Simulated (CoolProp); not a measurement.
Vapour-liquid equilibrium of R134a (1) + R236FA (2) at 0.36 MPa; x and y are mole fractions of (1).

Values from CoolProp's multi-fluid Helmholtz-energy mixture model, Tillner-Roth 1994 and Pan 2012; pair parameters Bell 2016.

| x | bubble temperature, mixture model (°C) | bubble temperature, Raoult's law (°C) | y, mixture model | y, Raoult's law |
|---|---|---|---|---|
| 0.05 | 31.7 | 31.5 | 0.100 | 0.112 |
| 0.125 | 29.0 | 28.6 | 0.233 | 0.257 |
| 0.2 | 26.4 | 25.8 | 0.350 | 0.379 |
| 0.275 | 23.9 | 23.3 | 0.452 | 0.483 |
| 0.35 | 21.6 | 20.9 | 0.542 | 0.572 |
| 0.425 | 19.4 | 18.8 | 0.622 | 0.649 |
| 0.5 | 17.3 | 16.7 | 0.692 | 0.716 |
| 0.575 | 15.3 | 14.8 | 0.755 | 0.775 |
| 0.65 | 13.5 | 13.0 | 0.811 | 0.826 |
| 0.725 | 11.7 | 11.3 | 0.860 | 0.872 |
| 0.8 | 10.0 | 9.7 | 0.904 | 0.912 |
| 0.875 | 8.4 | 8.2 | 0.944 | 0.948 |
| 0.95 | 6.8 | 6.8 | 0.979 | 0.980 |

The largest gap from Raoult's law is +0.7 K in bubble temperature, at x = 0.35. No azeotrope shows between x = 0.05 and 0.95.

Pair parameters are fitted to limited data, so mixtures are less certain than the pure fluids.
